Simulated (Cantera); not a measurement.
A perfectly stirred reactor is fed with CH₃OH : O₂ : N₂ = 0.0079 : 0.026 : 1 (molar parts), at 5.80 bar; it is held at 1050 K, and followed from long to short residence time.

Computed with Cantera and GRI-Mech 3.0 (53 species, 325 reactions). GRI-Mech 3.0 was tuned for natural gas; its chemistry of methanol as a main component is partial and can be far from experiment.

```
quantity                   before     after
-----------------------  --------  --------
x(CH₃OH) at τ = 0.950 s  0.000127  0.000403
x(O₂) at τ = 0.950 s       0.0149  0.000229
x(CO₂) at τ = 0.950 s     0.00551    0.0145
x(C₂H₆) at τ = 0.950 s     <1e-12   1.86e-9
x(NO) at τ = 0.950 s     3.38e-11  9.19e-12
x(CH₃OH) at τ = 70.0 ms  0.000735   0.00267
x(O₂) at τ = 70.0 ms       0.0177  0.000500
x(CO₂) at τ = 70.0 ms     0.00214   0.00972
x(C₂H₆) at τ = 70.0 ms     <1e-12   2.29e-9
x(NO) at τ = 70.0 ms     2.48e-12  5.31e-12
```

Problem. What was changed between the two runs?
A. pressure from 5.80 bar to 1.10 bar
B. temperature 1050 to 1300 K
C. CH3OH 0.0079 to 0.054 parts
D. pressure from 5.80 bar to 9.80 bar

Solution. C, CH3OH 0.0079 to 0.054 parts
